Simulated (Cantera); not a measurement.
**HgO + H2 + N2 (iron carbonyl, mercury and lead vapours)**

Input: 1 mol HgO, 0.2 mol H2, 0.3 mol N2, at 33.0 mbar.

Cantera equilibrium calculation (NASA polynomials, part measured and part estimated; ideal gas, pure solids and liquids). Candidate condensed phases: H2O, Hg, HgO; 25 gas species. Equilibrium is a limit: real reactors are often held back by kinetics, nucleation or transport.

```csv
T (K),log p Hg,log p N2,log p H2O,log p O2,log p NO,log p OH,n HgO(s)
498,-2.03,-1.85,-2.03,-6.34,-13.02,<-13,0.800
598,-1.76,-2.28,-2.46,-2.16,-9.54,<-13,0
698,-1.76,-2.28,-2.46,-2.16,-8.40,-11.71,0
798,-1.76,-2.28,-2.46,-2.16,-7.54,-10.19,0
898,-1.76,-2.28,-2.46,-2.16,-6.88,-9.00,0
998,-1.76,-2.28,-2.46,-2.16,-6.34,-8.06,0
1098,-1.76,-2.28,-2.46,-2.16,-5.91,-7.28,0
1198,-1.76,-2.28,-2.46,-2.16,-5.55,-6.64,0
1298,-1.76,-2.28,-2.46,-2.16,-5.24,-6.09,0
1398,-1.76,-2.28,-2.46,-2.16,-4.98,-5.62,0
1498,-1.76,-2.28,-2.46,-2.16,-4.75,-5.21,0
1598,-1.76,-2.28,-2.46,-2.16,-4.55,-4.86,0
```
log p: log10 of the partial pressure in bar; n: condensed amount in mol.

At 498 K the condensed part is HgO(s). From 598 K to 1598 K nothing is condensed. The main Hg-bearing gas is Hg throughout.
